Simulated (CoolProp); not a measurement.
Computed with CoolProp (reference Helmholtz-energy equation of state, Lemmon 2013).

Task: Give the vapour pressure (MPa), liquid cp (kJ/(kg K)), vapour viscosity (µPa s) of saturated propylene at 180.7 K.

Result: 
| T (K) | p (MPa) | liquid cp (kJ/(kg K)) | vapour viscosity (µPa s) |
|---|---|---|---|
| 180.7 | 0.00731 | 2.08 | 5.11 |

Viscosity comes from a separate model (Huber 2003), an estimate that may be off by 10 % or more.
